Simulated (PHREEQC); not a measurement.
Dissolve 0.51 mmol/kgw PbCl2, 57 mmol/kgw NaNO3 and 0.67 mmol/kgw Cu(NO3)2 at 12 °C. Closed to the air; pH follows from the charge balance.

Equilibrium calculation in PHREEQC: ion-association model, wateq4f.dat.

Each row changes one thing in this solution. This is a speciation only: nothing precipitates in the calculation.

| case | pH | CuOH+ (mol/kgw) | Cu(OH)2 (mol/kgw) | Cu2(OH)2+2 (mol/kgw) | SI of Tenorite (CuO) | SI of Cu(OH)2 (Cu(OH)2) |
|---|---|---|---|---|---|---|
| as made | 5.48 | 1.15e-6 | 5.74e-7 | 2.24e-7 | -0.68 | -1.70 |
| Cu(NO3)2 from 0.00067 to 0.000134 mol/kgw | ? | 3.43e-7 | 2.53e-7 | 1.97e-8 | -1.04 | -2.06 |
| PbCl2 left out | ? | 1.33e-6 | 7.57e-7 | 2.95e-7 | -0.56 | -1.58 |
| diluted 10-fold with water | ? | 3.38e-7 | 4.18e-7 | 1.53e-8 | -0.83 | -1.85 |
| diluted 100-fold with water | ? | 8.45e-8 | 2.47e-7 | 8.56e-10 | -1.06 | -2.08 |
| Cu(NO3)2 from 0.00067 to 0.000335 mol/kgw | ? | 7.09e-7 | 4.34e-7 | 8.46e-8 | -0.81 | -1.83 |

Problem. Complete the blanks.

Solution. 
- Cu(NO3)2 from 0.00067 to 0.000134 mol/kgw, pH: 5.65
- PbCl2 left out, pH: 5.54
- diluted 10-fold with water, pH: 5.81
- diluted 100-fold with water, pH: 6.16
- Cu(NO3)2 from 0.00067 to 0.000335 mol/kgw, pH: 5.57

Away from 25 °C the constants follow the database's enthalpies or fits; those with neither stay at their 25 °C values.
